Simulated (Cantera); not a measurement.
Cantera run:

```python
import numpy as np
import cantera as ct

gas_names = """
    O2 NbO2 H2 H2O PbO ZrO2
""".split()
cond_names = """
    Nb(cr) Nb(L) Pb(cr) Pb(L) Zr(a) Zr(b) Zr(L)
""".split()


def load(file, names, dense=False):
    # The tables refer to 1 bar. Condensed volumes are neglected.
    table = {s.name: s for s in ct.Species.list_from_file(file)}
    out = []
    for n in names:
        d = dict(table[n].input_data)
        d["thermo"] = dict(d["thermo"], **{"reference-pressure": 1e5})
        if dense:
            d["equation-of-state"] = {"model": "constant-volume", "density": "1e6 g/cm^3"}
        out.append(ct.Species.from_dict(d))
    return out


species = {s.name: s for s in load("nasa_gas.yaml", gas_names) + load("nasa_condensed.yaml", cond_names)}
# Each term lists the table entries of one substance; the one whose range holds T is used.
reactions = {
    'Nb + O2(g) = NbO2(g)':
        [(-1, ['Nb(cr)', 'Nb(L)']), (-1, ['O2']), (1, ['NbO2'])],
    '2 H2(g) + O2(g) = 2 H2O(g)':
        [(-2, ['H2']), (-1, ['O2']), (2, ['H2O'])],
    '2 Pb + O2(g) = 2 PbO(g)':
        [(-2, ['Pb(cr)', 'Pb(L)']), (-1, ['O2']), (2, ['PbO'])],
    'Zr + O2(g) = ZrO2(g)':
        [(-1, ['Zr(a)', 'Zr(b)', 'Zr(L)']), (-1, ['O2']), (1, ['ZrO2'])],
}


def pick(names, T):
    return next(species[n] for n in names if species[n].thermo.min_temp <= T <= species[n].thermo.max_temp)


results = []
for label, terms in reactions.items():
    print(label)
    print("     T/K   dH/kJ  dS/(J/K)   dG/kJ   log10 K")
    for T in [2025, 2050, 2075, 2100, 2125, 2150, 2175, 2200, 2225, 2250]:
        used = [(nu, pick(names, T)) for nu, names in terms]
        dH = sum(nu * s.thermo.h(T) for nu, s in used) / 1e6
        dS = sum(nu * s.thermo.s(T) for nu, s in used) / 1e3
        dG = dH - T * dS / 1e3
        logK = -dG * 1e6 / (ct.gas_constant * T * np.log(10))
        results.append((label, T, dH, dS, dG, logK, [s.name for _, s in used]))
        print(f"{T:8g} {dH:8.1f} {dS:8.1f} {dG:8.1f} {logK:8.2f}")
```

Output:

```
Nb + O2(g) = NbO2(g)
     T/K   dH/kJ  dS/(J/K)   dG/kJ   log10 K
    2025   -215.1     15.8   -247.1     6.37
    2050   -215.5     15.6   -247.4     6.30
    2075   -215.8     15.4   -247.8     6.24
    2100   -216.2     15.3   -248.2     6.17
    2125   -216.6     15.1   -248.6     6.11
    2150   -216.9     14.9   -249.0     6.05
    2175   -217.3     14.7   -249.3     5.99
    2200   -217.7     14.5   -249.7     5.93
    2225   -218.1     14.4   -250.1     5.87
    2250   -218.5     14.2   -250.4     5.81
2 H2(g) + O2(g) = 2 H2O(g)
     T/K   dH/kJ  dS/(J/K)   dG/kJ   log10 K
    2025   -502.8   -115.8   -268.2     6.92
    2050   -502.8   -115.9   -265.3     6.76
    2075   -502.9   -115.9   -262.4     6.61
    2100   -502.9   -115.9   -259.5     6.45
    2125   -503.0   -116.0   -256.6     6.31
    2150   -503.1   -116.0   -253.7     6.16
    2175   -503.1   -116.0   -250.8     6.02
    2200   -503.2   -116.0   -247.9     5.89
    2225   -503.2   -116.1   -245.0     5.75
    2250   -503.3   -116.1   -242.1     5.62
2 Pb + O2(g) = 2 PbO(g)
     T/K   dH/kJ  dS/(J/K)   dG/kJ   log10 K
    2025     98.1     93.0    -90.2     2.33
    2050     97.6     92.7    -92.5     2.36
    2075     97.1     92.5    -94.8     2.39
    2100     96.6     92.3    -97.1     2.42
    2125     96.1     92.0    -99.4     2.44
    2150     95.7     91.8   -101.7     2.47
    2175     95.2     91.6   -104.0     2.50
    2200     94.7     91.4   -106.3     2.52
    2225     94.1     91.1   -108.6     2.55
    2250     93.6     90.9   -110.9     2.57
Zr + O2(g) = ZrO2(g)
     T/K   dH/kJ  dS/(J/K)   dG/kJ   log10 K
    2025   -305.7     10.7   -327.4     8.44
    2050   -306.1     10.5   -327.6     8.35
    2075   -306.5     10.3   -327.9     8.25
    2100   -306.9     10.1   -328.2     8.16
    2125   -307.3      9.9   -328.4     8.07
    2150   -328.8     -0.2   -328.4     7.98
    2175   -329.3     -0.4   -328.4     7.89
    2200   -329.9     -0.7   -328.4     7.80
    2225   -330.4     -0.9   -328.4     7.71
    2250   -331.0     -1.2   -328.3     7.62
```

Source: NASA polynomial tables (part measured, part estimated), evaluated in Cantera. Condensed species are held in their standard states even where they would react or evaporate.
